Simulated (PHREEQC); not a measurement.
A made-up water analysis in mg/L, 20 °C, pH 3.75, pe 8.8: Na 7.56; K 1.12; Ca 244; Mg 13.7; Cl 44.4; S(6) as SO4 961; Mn(2) 3.01; Fe(3) 1.35; Al 82.4; Zn 2.36; Si as SiO2 4.26.

Valence states are taken as typed.

Equilibrium calculation in PHREEQC: ion-association model, phreeqc.dat.

No solid was allowed to form.

Problem. What ionic strength does the model give?

Solution. ionic strength 0.0270 mol/kgw.

Problem. In which forms is S present?

Solution. SO4-2 58 %, AlSO4+ 22 %, CaSO4 14 %, Al(SO4)2- 4.2 %, MgSO4 1.5 %, HSO4- 0.6 % of the S.

Saturation is exceeded, for instance for Jarosite-K, Hematite (slow to form); the values hold only as long as no solid forms. Complexes and solids missing from the database can't appear.
